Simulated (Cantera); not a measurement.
Input: 1 mol Fe₃O₄, 1.6 mol C, 0.11 mol H₂, 1.6 mol CH₄, equilibrated at 750 Torr.

Method: chemical equilibrium by Gibbs-energy minimisation in Cantera with the NASA 1993 tables (ideal gas, pure condensed phases). Candidate condensed phases: C, C₆H₆, C₇H₈, C₈H₁₈, Fe, Fe(CO)₅, FeO, Fe(OH)₂, Fe(OH)₃, Fe₂O₃, Fe₃O₄, H₂O; 114 gas species. Rates play no part.

Q: At 1475 K, list the 4 most abundant gas species with their mole fractions, and the condensed phases.

A: CO 0.454, H₂ 0.423, H₂O 0.0858, CO₂ 0.0371. Condensed: Fe(γ).
